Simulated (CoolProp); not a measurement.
The numbers come from the reference Helmholtz-energy equation of state, Gao 2016 in CoolProp.

Question: For sulfur dioxide, give the phase and the Z, speed of sound (m/s), Joule-Thomson coefficient (K/MPa), isothermal compressibility (1/MPa) at 194.35 °C and 4.67 MPa; 194.35 °C and 14 MPa; 194.35 °C and 32.7 MPa.

Answer: 
- 194.35 °C and 4.67 MPa: gas; Z 0.829, speed of sound 246, Joule-Thomson coefficient 9.95, isothermal compressibility 0.264
- 194.35 °C and 14 MPa: supercritical; Z 0.378, speed of sound 242, Joule-Thomson coefficient 3.85, isothermal compressibility 0.108
- 194.35 °C and 32.7 MPa: supercritical; Z 0.561, speed of sound 517, Joule-Thomson coefficient 0.440, isothermal compressibility 0.00785
